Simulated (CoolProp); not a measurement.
Vapour-liquid equilibrium of CHF3 (R23) (1) + R22 (2) at 0.0553 MPa; x and y are mole fractions of (1).

Computed with CoolProp (multi-fluid Helmholtz-energy mixture model, Penoncello 2003 and Kamei 1995; pair parameters Bell 2016).

**Question.** Give the bubble temperature and the first vapour's composition at x = 0.2, 0.425, 0.95. Is there an azeotrope?

**Answer.** x = 0.2: -73.1 °C, y = 0.749; x = 0.425: -82.1 °C, y = 0.899; x = 0.95: -91.2 °C, y = 0.993. No azeotrope shows between x = 0.05 and 0.95.

The pair parameters rest on a limited set of measurements; away from them the model extrapolates.
